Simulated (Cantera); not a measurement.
Feed: 1 mol Al, 26 mol NH₃, 17 mol N₂, a varied amount of HCl, equilibrated at 1227 °C and 11000 Pa.

Equilibrium computed with Cantera from the NASA thermochemical tables; the gas is ideal and each condensed phase is pure. Candidate condensed phases: Al, AlCl₃, AlN, NH₄Cl; 20 gas species. The numbers say what is thermodynamically allowed, not how fast it happens.

### Question
What share of the Al ends up in condensed phases as a function of n(HCl) (mol), at 0.66, 0.9, 1.2, 1.6, 2.2, 3, 4, 5.4, 7.3, 9.8?

### Answer
```tsv
n(HCl) (mol)	Al condensed (%)	as
0.66	98.7	AlN(s)
0.9	97.7	AlN(s)
1.2	96.1	AlN(s)
1.6	93.1	AlN(s)
2.2	86.9	AlN(s)
3	76.0	AlN(s)
4	59.3	AlN(s)
5.4	31.9	AlN(s)
7.3	0.0	-
9.8	0.0	-
```
